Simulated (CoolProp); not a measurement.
Methane at several states: Z from the reference equation and from simpler models built on Tc = 190.6 K, pc = 45.99 bar, ω = 0.011; each cubic takes its own stable root.

Model: reference Helmholtz-energy equation of state, Setzmann 1991, in CoolProp.

| T (K) | p (bar) | phase | reference |
|---|---|---|---|
| 531.7 | 208 | supercritical | 1.044 |
| 385.1 | 0.346 | gas | 0.9998 |
| 272.1 | 186 | supercritical | 0.7436 |
| 447.5 | 3.54 | gas | 0.9993 |

Question: How far does each simpler model (van der Waals, Redlich-Kwong) lie from the reference over these 4 states: mean and median of the absolute difference, and the worst?

Answer: 
- van der Waals: mean 1.7 %, median 1.6 %, worst -3.4 % at 531.7 K and 208 bar
- Redlich-Kwong: mean 1.2 %, median 0.6 %, worst +3.4 % at 272.1 K and 186 bar
